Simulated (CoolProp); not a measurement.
Vapour-liquid equilibrium of CH2F2 (R32) (1) + R236EA (2) at 0.667 MPa; x and y are mole fractions of (1).

Model: multi-fluid Helmholtz-energy mixture model, Tillner-Roth 1997 and Rui 2013; pair parameters Bell 2016, in CoolProp.

```tsv
x	bubble temperature (°C)	y at the bubble point	dew temperature at overall composition x (°C)	liquid density (mol/L)
0.05	57.5	0.173	62.1	8.875
0.15	45.9	0.442	58.4	9.683
0.25	35.7	0.627	54.5	10.54
0.35	26.9	0.751	50.2	?
0.45	19.5	0.834	45.5	12.46
0.55	13.2	0.890	40.2	13.56
0.65	7.8	0.930	?	14.79
0.75	3.2	0.958	27.0	?
0.85	-0.9	0.979	17.9	17.77
0.95	-4.4	0.994	4.6	?
```

**Question.** Fill in the missing entries.

**Answer.** 
- 0.35, liquid density (mol/L): 11.46
- 0.65, dew temperature at overall composition x (°C): 34.2
- 0.75, liquid density (mol/L): 16.18
- 0.95, liquid density (mol/L): 19.63

No azeotrope shows between x = 0.05 and 0.95.

Pair parameters are fitted to limited data, so mixtures are less certain than the pure fluids.
